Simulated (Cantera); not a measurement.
Input: 1 mol Al, a varied amount of HCl, 14 mol N2, equilibrated at 825 K and 1.90 Pa.

These are equilibrium values from Cantera (NASA tables, ideal gas, pure condensed phases), not measurements of a reactor. Candidate condensed phases: Al, AlCl3, AlN, NH4Cl; 20 gas species. Rates play no part.

**Question.** Which condensed phases are stable at each of these points (n(HCl) (mol)): 2.4, 3.1, 4, 5.1, 6.6, 8.4, 11, 14?

**Answer.** 
```tsv
n(HCl) (mol)	condensed phases	Al condensed (%)
2.4	AlN(s)	41.0
3.1	AlN(s)	22.9
4	gas only	0.0
5.1	gas only	0.0
6.6	gas only	0.0
8.4	gas only	0.0
11	gas only	0.0
14	gas only	0.0
```

From 2.4 mol HCl to 3.1 mol HCl the condensed part is AlN(s). From 4 mol HCl to 14 mol HCl nothing is condensed.
